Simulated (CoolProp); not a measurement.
Properties of methane along the isobar 1.01 bar.

Computed with CoolProp (reference Helmholtz-energy equation of state, Setzmann 1991).

| T (°C) | phase | Z | cp (kJ/(kg K)) | cv (kJ/(kg K)) | conductivity (mW/(m K)) | Prandtl number |
|---|---|---|---|---|---|---|
| -154.75 | gas | 0.9700 | 2.181 | 1.597 | 12.2 | 0.814 |
| -133.65 | gas | 0.9817 | (withheld) | 1.574 | 14.7 | 0.798 |
| -112.45 | gas | 0.9879 | 2.110 | 1.568 | 17.1 | 0.782 |
| -91.25 | gas | 0.9916 | 2.104 | 1.569 | 19.7 | 0.769 |
| -70.05 | gas | 0.9939 | 2.107 | 1.576 | 22.1 | (withheld) |
| -48.85 | gas | 0.9955 | 2.119 | 1.591 | 24.7 | (withheld) |
| -27.75 | gas | 0.9966 | 2.139 | 1.613 | 27.2 | 0.743 |
| -6.55 | gas | 0.9974 | (withheld) | (withheld) | 29.9 | 0.738 |
| 14.65 | gas | 0.9980 | 2.209 | 1.686 | (withheld) | 0.734 |
| 35.85 | gas | 0.9985 | 2.257 | 1.735 | 35.7 | 0.730 |
| 57.05 | gas | 0.9988 | 2.313 | (withheld) | 38.8 | 0.728 |
| 78.15 | gas | 0.9991 | (withheld) | 1.853 | 42.0 | 0.726 |
| 99.35 | gas | 0.9993 | 2.441 | 1.920 | 45.4 | 0.724 |
| 120.55 | gas | 0.9995 | 2.512 | 1.992 | 48.9 | 0.723 |

Q: Some entries are withheld; supply them.

A: 
- -133.65, cp (kJ/(kg K)): 2.130
- -70.05, Prandtl number: 0.758
- -48.85, Prandtl number: 0.750
- -6.55, cp (kJ/(kg K)): 2.170
- -6.55, cv (kJ/(kg K)): 1.645
- 14.65, conductivity (mW/(m K)): 32.7
- 57.05, cv (kJ/(kg K)): 1.791
- 78.15, cp (kJ/(kg K)): 2.374

Viscosity comes from a separate model (Quiñones-Cisneros 2006). Thermal conductivity comes from a separate model (Friend 1989).
